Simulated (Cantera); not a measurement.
Input: 1 mol SiH₄, 27 mol N₂O, 36 mol H₂, at 10.0 mbar.

Cantera equilibrium calculation (NASA polynomials, part measured and part estimated; ideal gas, pure solids and liquids). Candidate condensed phases: H₂O, Si, SiO₂, Si₂N₂O, Si₃N₄; 35 gas species. Kinetics and transport are ignored. All values below are at 1023 K.

Base state: N₂ 0.415, H₂O 0.385, H₂ 0.200 (mole fractions); condensed: SiO₂(β-quartz).

Q: What changes in the equilibrium state with this change: H₂ from 36 to 7 mol?

A: 
```json
[
 {"species": "N₂", "before": "0.415", "after": "0.614"},
 {"species": "H₂O", "before": "0.385", "after": "0.205"},
 {"species": "O₂", "before": "<1e-9", "after": "0.182"},
 {"species": "H₂", "before": "0.200", "after": "<1e-9"},
 {"species": "NO", "before": "<1e-9", "after": "3.29e-5"},
 {"species": "SiO₂(β-quartz), mol", "before": "1.00", "after": "1.00"}
]
```
